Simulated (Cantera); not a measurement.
A Cantera script and its output.

```python
import numpy as np
import cantera as ct

gas = ct.Solution("gri30.yaml")
gas.TPX = 1973, 11000, {'C2H4': 1, 'H2': 1.1}
reactor = ct.IdealGasConstPressureReactor(gas, energy="off", clone=False)
net = ct.ReactorNet([reactor])
net.rtol, net.atol = 1e-08, 1e-18
show = ['C2H4', 'H2', 'C2H6', 'C2H', 'CH2']
times = np.geomspace(0.0008, 2, 9)

steps = ct.SolutionArray(gas, extra=["t"])
rows = []
print(f"{'t/s':>10s}{'T/K':>9s}{'P/Pa':>11s}" + "".join(f"{s:>11s}" for s in show))
for t in times:
    while net.time < t:
        t_next = net.step()
        steps.append(gas.state, t=t_next)
    rows.append([np.interp(t, steps.t, y) for y in (steps.T, steps.P, *steps(*show).X.T)])
    print(f"{t:10.3e}{rows[-1][0]:9.1f}{rows[-1][1]:11.4g}" + "".join(f"{x:11.3e}" for x in rows[-1][2:]))
rate = np.gradient(steps.T, steps.t)
print("integrator steps:", len(steps.t))
if steps.T.max() > steps.T[0] + 200:
    print(f"time of steepest temperature rise: {steps.t[rate.argmax()]:.4e} s")
gas.TPX = 1973, 11000, {'C2H4': 1, 'H2': 1.1}
gas.equilibrate("TP")
print(f"equilibrium (TP): T = {gas.T:.1f} K  " + "  ".join(f"{s} {gas[s].X[0]:.3e}" for s in show))
```

Output:

```
       t/s      T/K       P/Pa       C2H4         H2       C2H6        C2H        CH2
 8.000e-04   1973.0    1.1e+04  6.026e-02  6.576e-01  2.767e-07  2.558e-06  2.041e-07
 2.127e-03   1973.0    1.1e+04  9.351e-04  6.762e-01  8.483e-09  7.780e-06  1.697e-08
 5.657e-03   1973.0    1.1e+04  1.930e-04  6.748e-01  2.603e-09  2.325e-05  8.023e-08
 1.504e-02   1973.0    1.1e+04  1.862e-04  6.744e-01  2.756e-09  2.733e-05  1.282e-07
 4.000e-02   1973.0    1.1e+04  1.861e-04  6.743e-01  3.329e-09  2.736e-05  1.794e-07
 1.064e-01   1973.0    1.1e+04  1.861e-04  6.741e-01  5.075e-09  2.735e-05  2.809e-07
 2.828e-01   1973.0    1.1e+04  1.862e-04  6.740e-01  7.424e-09  2.734e-05  3.747e-07
 7.521e-01   1973.0    1.1e+04  1.862e-04  6.740e-01  7.823e-09  2.734e-05  3.883e-07
 2.000e+00   1973.0    1.1e+04  1.862e-04  6.740e-01  7.824e-09  2.734e-05  3.884e-07
integrator steps: 1027
equilibrium (TP): T = 1973.0 K  C2H4 1.862e-04  H2 6.740e-01  C2H6 7.828e-09  C2H 2.734e-05  CH2 3.885e-07
```

Computed with Cantera and GRI-Mech 3.0 (53 species, 325 reactions). GRI-Mech 3.0 was tuned for natural gas; its chemistry of ethylene as a main component is partial and can be far from experiment. GRI-Mech 3.0 stops at C3 and has no aromatics, soot or wall deposition, so with more carbon than oxygen in the feed, carbon stays in small species such as C2H2 where larger ones or solid carbon would form.
